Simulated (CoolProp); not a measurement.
Vapour-liquid equilibrium of R134a (1) + R1234ze(E) (2) at 3.63 bar; x and y are mole fractions of (1).

Values from CoolProp's multi-fluid Helmholtz-energy mixture model, Tillner-Roth 1994 and Thol 2016; pair parameters Bell 2022.

Give the bubble temperature and the first vapour's composition at x = 0.5, 0.8, 0.95. Is there an azeotrope?

x = 0.5: 8.9 °C, y = 0.563; x = 0.8: 7.0 °C, y = 0.826; x = 0.95: 6.3 °C, y = 0.956. No azeotrope shows between x = 0.05 and 0.95.

Pair parameters are fitted to limited data, so mixtures are less certain than the pure fluids.
